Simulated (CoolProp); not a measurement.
Model: reference Helmholtz-energy equation of state, Guder 2009, in CoolProp.

Question: For sulfur hexafluoride, give the phase and the density (kg/m³), Joule-Thomson coefficient (K/MPa) at 239 K and 1.71 MPa.

Answer: 
- 239 K and 1.71 MPa: liquid; density 1770, Joule-Thomson coefficient -0.186
